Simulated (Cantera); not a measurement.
A closed system holds: 1 mol Fe3O4, 3.5 mol CH4, 0.32 mol N2, held at 1350 K and 46.0 mbar.

Cantera equilibrium calculation (NASA polynomials, part measured and part estimated; ideal gas, pure solids and liquids). Candidate condensed phases: C, C6H6, C7H8, C8H18, Fe, Fe(CO)5, FeO, Fe(OH)2, Fe(OH)3, Fe2O3, Fe3O4, H2O; 140 gas species. Equilibrium is a limit: real reactors are often held back by kinetics, nucleation or transport.

Base state: H2 0.610, CO 0.314, H2O 0.0366, N2 0.0296, CO2 0.00959 (mole fractions); condensed: Fe(γ).

Problem. What changes in the equilibrium state with this change: Fe3O4 replaced by CuO?

Solution. 
| species | before | after |
|---|---|---|
| H2 | 0.610 | 0.841 |
| CO | 0.314 | 0.120 |
| N2 | 0.0296 | 0.0384 |
| H2O | 0.0366 | 2.66e-5 |
| Cu | 0 | 1.06e-5 |
| CO2 | 0.00959 | 1.94e-6 |
| CH4 | 1.36e-7 | 0.000188 |
| HCN | 6.04e-8 | 5.86e-5 |
| Fe(γ), mol | 3.00 | 0 |
| C(graphite), mol | 0 | 2.50 |
| Cu(s), mol | 0 | 1.000 |
Further candidate phases: Cu, CuO, Cu(OH)2, Cu2O.
